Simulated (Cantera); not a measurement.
## Transport properties of process gases

Gas mixture: C2H2 = 0.21 (molar parts), at 33.0 Torr, frozen composition.

Cantera's kinetic-theory transport with the Lennard-Jones parameters of GRI-Mech 3.0, ideal gas; thermal conductivity in the multicomponent form. The composition is frozen, though it would react at the higher temperatures.

| T (K) | ρ (kg/m³) | cp (J/kg/K) | μ (µPa s) | λ (mW/m/K) | Pr | D (cm²/s) CH4 | D (cm²/s) NO | D (cm²/s) OH |
|---|---|---|---|---|---|---|---|---|
| 400 | 0.0344 | 1931 | 13.6 | 35.6 | 0.737 | 6.91 | 6.36 | 9.66 |
| 600 | 0.0230 | 2232 | 18.9 | 57.2 | 0.737 | 14.2 | 12.9 | 19.5 |
| 800 | 0.0172 | 2436 | 23.4 | 77.4 | 0.736 | 23.3 | 21.1 | 31.9 |
| 1000 | 0.0138 | 2608 | 27.4 | 97.2 | 0.735 | 34.1 | 30.8 | 46.4 |
| 1200 | 0.0115 | 2752 | 31.1 | 116 | 0.734 | 46.4 | 41.8 | 62.9 |
| 1400 | 0.00984 | 2870 | 34.5 | 135 | 0.734 | 60.2 | 54.1 | 81.4 |
| 1600 | 0.00861 | 2966 | 37.7 | 153 | 0.733 | 75.2 | 67.6 | 102 |
| 1800 | 0.00766 | 3045 | 40.7 | 169 | 0.732 | 91.5 | 82.2 | 124 |
| 2000 | 0.00689 | 3110 | 43.7 | 186 | 0.732 | 109 | 97.9 | 147 |
D: mixture-averaged diffusion coefficient of that species in the mixture.
